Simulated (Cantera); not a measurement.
What does this Cantera script print?

```python
import numpy as np
import cantera as ct

gas = ct.Solution("gri30.yaml")
gas.TPX = 1400, 79000, {'CO': 0.0091, 'O2': 0.032, 'H2O': 0.00091, 'N2': 1}
reactor = ct.IdealGasConstPressureReactor(gas, energy="off", clone=False)
net = ct.ReactorNet([reactor])
net.rtol, net.atol = 1e-08, 1e-18
show = ['CO', 'O2', 'H2O', 'O', 'H2O2']
times = np.geomspace(2e-06, 20, 14)

steps = ct.SolutionArray(gas, extra=["t"])
rows = []
print(f"{'t/s':>10s}{'T/K':>9s}{'P/Pa':>11s}" + "".join(f"{s:>11s}" for s in show))
for t in times:
    while net.time < t:
        t_next = net.step()
        steps.append(gas.state, t=t_next)
    rows.append([np.interp(t, steps.t, y) for y in (steps.T, steps.P, *steps(*show).X.T)])
    print(f"{t:10.3e}{rows[-1][0]:9.1f}{rows[-1][1]:11.4g}" + "".join(f"{x:11.3e}" for x in rows[-1][2:]))
rate = np.gradient(steps.T, steps.t)
print("integrator steps:", len(steps.t))
if steps.T.max() > steps.T[0] + 200:
    print(f"time of steepest temperature rise: {steps.t[rate.argmax()]:.4e} s")
gas.TPX = 1400, 79000, {'CO': 0.0091, 'O2': 0.032, 'H2O': 0.00091, 'N2': 1}
gas.equilibrate("TP")
print(f"equilibrium (TP): T = {gas.T:.1f} K  " + "  ".join(f"{s} {gas[s].X[0]:.3e}" for s in show))
```

Result:

```
       t/s      T/K       P/Pa         CO         O2        H2O          O       H2O2
 2.000e-06   1400.0    7.9e+04  8.733e-03  3.071e-02  8.733e-04  3.141e-10  6.090e-18
 6.910e-06   1400.0    7.9e+04  8.733e-03  3.071e-02  8.733e-04  1.084e-09  6.640e-17
 2.388e-05   1400.0    7.9e+04  8.733e-03  3.071e-02  8.733e-04  3.736e-09  6.192e-16
 8.249e-05   1400.0    7.9e+04  8.733e-03  3.071e-02  8.733e-04  1.289e-08  4.123e-15
 2.850e-04   1400.0    7.9e+04  8.733e-03  3.071e-02  8.733e-04  4.842e-08  3.503e-14
 9.848e-04   1400.0    7.9e+04  8.733e-03  3.071e-02  8.733e-04  4.526e-07  1.175e-12
 3.403e-03   1400.0    7.9e+04  8.323e-03  3.036e-02  8.406e-04  2.874e-04  5.860e-09
 1.176e-02   1400.0    7.9e+04  1.181e-03  2.679e-02  8.077e-04  4.606e-04  1.705e-08
 4.062e-02   1400.0    7.9e+04  9.335e-05  2.648e-02  8.631e-04  3.790e-05  2.411e-09
 1.403e-01   1400.0    7.9e+04  6.747e-06  2.646e-02  8.728e-04  3.794e-06  2.874e-10
 4.849e-01   1400.0    7.9e+04  4.446e-07  2.646e-02  8.755e-04  5.688e-07  4.564e-11
 1.675e+00   1400.0    7.9e+04  7.139e-08  2.646e-02  8.762e-04  1.908e-07  1.550e-11
 5.789e+00   1400.0    7.9e+04  5.988e-08  2.646e-02  8.762e-04  1.743e-07  1.416e-11
 2.000e+01   1400.0    7.9e+04  5.988e-08  2.646e-02  8.762e-04  1.743e-07  1.416e-11
integrator steps: 1617
equilibrium (TP): T = 1400.0 K  CO 6.005e-08  O2 2.632e-02  H2O 8.762e-04  O 1.738e-07  H2O2 1.413e-11
```

Model: GRI-Mech 3.0 (53 species, 325 reactions), integrated in Cantera.
